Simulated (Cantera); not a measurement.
Thermodynamics of carbon deposition, reforming and gasification, feed C2H2 + H2O + H2

Charge: 1 mol C2H2, 0.072 mol H2O, 9.1 mol H2, equilibrated at 1.00 bar.

Cantera equilibrium calculation (NASA polynomials, part measured and part estimated; ideal gas, pure solids and liquids). Candidate condensed phases: C, C6H6, C7H8, C8H18, H2O; 110 gas species. Rates play no part.

From 1527 °C to 2127 °C the condensed part is C(graphite). The main C-bearing gas is CO at 1527 °C and C2H2 (acetylene) at 2127 °C.

```
T (°C)   x H2       x H     x CO  x C2H2 (acetylene)     x CH4  n C(graphite)
------  -----  --------  -------  ------------------  --------  -------------
1527    0.992  0.000357  0.00703            0.000174  0.000757           1.92
1577    0.992  0.000536  0.00703            0.000259  0.000644           1.92
1627    0.991  0.000790  0.00703            0.000378  0.000552           1.91
1677    0.991   0.00114  0.00703            0.000542  0.000478           1.91
1727    0.990   0.00162  0.00703            0.000761  0.000416           1.91
1777    0.989   0.00226  0.00702             0.00105  0.000365           1.90
1827    0.988   0.00310  0.00702             0.00143  0.000322           1.90
1877    0.987   0.00419  0.00702             0.00191  0.000286           1.89
1927    0.985   0.00559  0.00701             0.00252  0.000255           1.87
1977    0.982   0.00736  0.00700             0.00329  0.000228           1.86
2027    0.979   0.00958  0.00700             0.00423  0.000205           1.84
2077    0.975    0.0123  0.00699             0.00538  0.000185           1.81
2127    0.970    0.0157  0.00697             0.00676  0.000167           1.78
```
x: gas mole fraction; n: condensed amount in mol.
